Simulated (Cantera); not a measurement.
Input: 1 mol CH3OH, 1.8 mol H2, equilibrated at 0.00730 bar.

Equilibrium computed with Cantera from the NASA thermochemical tables; the gas is ideal and each condensed phase is pure. Candidate condensed phases: C, C6H6, C7H8, C8H18, H2O; 110 gas species. Equilibrium is a limit: real reactors are often held back by kinetics, nucleation or transport.

Task: At 2125 °C, list the 3 most abundant gas species with their mole fractions, and the condensed phases.

Result: H2 0.658, CO 0.193, H 0.150. Condensed: gas only.
